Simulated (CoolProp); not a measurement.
Dodecamethylcyclohexasiloxane (D6) at 466.81 K and 6.99 MPa is throttled through a valve to 3.92 MPa with no heat exchange. Each further row changes one setting.

Computed with CoolProp (reference Helmholtz-energy equation of state, Colonna 2008). It is a short technical equation, of lower accuracy than the large ones.

```csv
case,temperature change (K),final density (kg/m³)
as stated,+0.8,(withheld)
outlet pressure 1.18 MPa,(withheld),(withheld)
outlet pressure 5.1 MPa,+0.5,804
```

### Question
What belongs in the gaps?

### Answer

- as stated, final density (kg/m³): 797
- outlet pressure 1.18 MPa, temperature change (K): +1.3
- outlet pressure 1.18 MPa, final density (kg/m³): 780
